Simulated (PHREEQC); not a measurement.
# Hard or scaling water

A solution holds 0.54 mmol/kgw Ca(HCO3)2, 0.49 mmol/kgw Na2SO4 and 0.54 mmol/kgw NaCl, at 25 °C. Closed to the air; pH follows from the charge balance.

Model: ion-association model, wateq4f.dat, run in PHREEQC.

Precipitation was switched off in this run.

Estimate the pH.

pH 8.17.

In which forms is S present?

SO4-2 94 %, CaSO4 5.7 %, NaSO4- 0.6 % of the S.
